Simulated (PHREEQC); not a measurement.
Solution (20 °C): 0.0036 mol/kgw MgSO4, 0.00022 mol/kgw CaCl2 and 0.24 mol/kgw LiCl. Closed to the air; pH follows from the charge balance.

Model: ion-association model, phreeqc.dat, run in PHREEQC.

```tsv
quantity	before	after
pH	7.00	7.03
SO4-2 (mol/kgw)	0.00266	0.00146
LiSO4- (mol/kgw)	0.000772	0.000269
MgSO4 (mol/kgw)	0.000158	6.76e-5
SI of Gypsum (CaSO4:2H2O)	-2.76	-3.12
```

Question: Which change was made?
(A) 0.0099 mol/kgw LiBr added
(B) 0.013 mol/kgw Al(NO3)3 added
(C) diluted 2-fold with water
(D) 0.34 mol/kgw HBr added

Answer: C, diluted 2-fold with water

No solid was allowed to form.
